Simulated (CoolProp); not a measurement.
Vapour-liquid equilibrium of methanol (1) + water (2) at 100.55 °C; x and y are mole fractions of (1).

The numbers come from the multi-fluid Helmholtz-energy mixture model, de Reuck 1993 and Wagner 2002; pair parameters Bell 2016 in CoolProp.

```csv
x,bubble pressure (MPa),y at the bubble point,dew pressure at overall composition x (MPa),liquid density (mol/L)
0.05,0.1240,0.198,0.1079,50.42
0.2,0.1754,0.507,0.1243,?
0.35,0.2173,0.661,0.1454,37.61
0.5,0.2533,0.762,0.1739,32.91
0.65,0.2861,0.840,0.2137,29.02
0.8,0.3176,0.910,?,25.76
0.95,0.3492,0.977,?,23.00
```

Task: Some entries are withheld; supply them.

Result: 
- 0.2, liquid density (mol/L): 43.33
- 0.8, dew pressure at overall composition x (MPa): 0.2688
- 0.95, dew pressure at overall composition x (MPa): 0.3365

No azeotrope shows between x = 0.05 and 0.95.

Pair parameters are fitted to limited data, so mixtures are less certain than the pure fluids.
